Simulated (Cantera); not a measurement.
# Pb + O2 + H2 (iron carbonyl, mercury and lead vapours)

Feed: 1 mol Pb, 0.68 mol O2, 1.1 mol H2, equilibrated at 53.0 Pa.

Cantera equilibrium calculation (NASA polynomials, part measured and part estimated; ideal gas, pure solids and liquids). Candidate condensed phases: H2O, Pb, PbO, PbO2, Pb3O4; 12 gas species. Mutual solubility and eutectic melting of coexisting phases are not modelled. The numbers say what is thermodynamically allowed, not how fast it happens.

From 1073 K to 1123 K the condensed part is Pb(l) + PbO(yellow). At 1173 K the condensed part is PbO(l). From 1223 K to 1473 K nothing is condensed. The main Pb-bearing gas is Pb throughout.

```tsv
T (K)	x H2O	x Pb	x PbO	x O2	x H2	x OH	x H	x O	n Pb(l)	n PbO(yellow)	n PbO(l)
1073	0.856	0.138	0.00549	2.33e-8	0.000162	1.53e-7	7.75e-9	8.26e-12	0.563	0.253	0
1123	0.633	0.345	0.0216	2.03e-7	0.000140	5.09e-7	2.19e-8	8.61e-11	0.141	0.223	0
1173	0.554	0.373	0.0728	6.24e-6	6.89e-5	2.36e-6	4.25e-8	1.52e-9	0	0	0.116
1223	0.524	0.352	0.124	5.80e-5	6.07e-5	7.91e-6	1.02e-7	1.34e-8	0	0	0
1273	0.524	0.353	0.124	0.000153	9.78e-5	1.89e-5	3.06e-7	5.78e-8	0	0	0
1323	0.523	0.353	0.123	0.000374	0.000152	4.22e-5	8.51e-7	2.23e-7	0	0	0
1373	0.523	0.354	0.122	0.000846	0.000231	8.88e-5	2.20e-6	7.78e-7	0	0	0
1423	0.522	0.355	0.120	0.00177	0.000345	0.000176	5.36e-6	2.46e-6	0	0	0
1473	0.521	0.358	0.117	0.00340	0.000508	0.000331	1.24e-5	7.07e-6	0	0	0
```
x: gas mole fraction; n: condensed amount in mol.
